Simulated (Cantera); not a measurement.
Input: 1 mol C₂F₆, 18 mol H₂, held at 0.800 bar.

Method: chemical equilibrium by Gibbs-energy minimisation in Cantera with the NASA 1993 tables (ideal gas, pure condensed phases). Candidate condensed phases: C, C₆H₆, C₇H₈, C₈H₁₈; 95 gas species. The feed counts by its element totals alone. The numbers say what is thermodynamically allowed, not how fast it happens.

x: gas mole fraction; n: condensed amount in mol.

| T (°C) | x H₂ | x HF | x H | x CH₄ | n C(graphite) |
|---|---|---|---|---|---|
| 1225 | 0.713 | 0.286 | 1.62e-5 | 0.00106 | 1.98 |
| 1325 | 0.713 | 0.286 | 5.03e-5 | 0.000670 | 1.99 |
| 1425 | 0.714 | 0.286 | 0.000137 | 0.000449 | 1.99 |
| 1525 | 0.713 | 0.286 | (withheld) | (withheld) | 1.99 |
| 1625 | 0.713 | 0.286 | 0.000738 | 0.000230 | 1.98 |
| 1725 | 0.712 | 0.286 | (withheld) | (withheld) | 1.97 |
| 1825 | 0.711 | 0.285 | 0.00290 | 0.000134 | 1.95 |

Q: Some entries are withheld; supply them.

A: 
- 1725, x H: 0.00151
- 1725, x CH₄: 0.000173
- 1525, x H: 0.000332
- 1525, x CH₄: 0.000315
